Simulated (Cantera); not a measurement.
Input: 1 mol SiCl4, 0.21 mol H2O, 1.8 mol H2, held at 10.0 Torr.

Cantera equilibrium calculation (NASA polynomials, part measured and part estimated; ideal gas, pure solids and liquids). Candidate condensed phases: H2O, Si, SiO2; 30 gas species. Rates play no part. All values below are at 748 K.

Base state: H2 0.577, SiCl4 0.287, HCl 0.135, SiHCl3 0.000537 (mole fractions); condensed: SiO2(α-quartz).

### Question
What changes in the equilibrium state with this change: SiCl4 replaced by HMDSO?

### Answer
| species | before | after |
|---|---|---|
| H2 | 0.577 | 0.959 |
| CH4 | 0 | 0.0407 |
| SiCl4 | 0.287 | 0 |
| HCl | 0.135 | 0 |
| SiHCl3 | 0.000537 | 0 |
| SiO2(α-quartz), mol | 0.105 | 0.605 |
| C(graphite), mol | 0 | 4.17 |
| SiC(s), mol | 0 | 1.40 |
The feed counts by its element totals alone. Further candidate phases: C, C6H6, C7H8, C8H18, SiC.
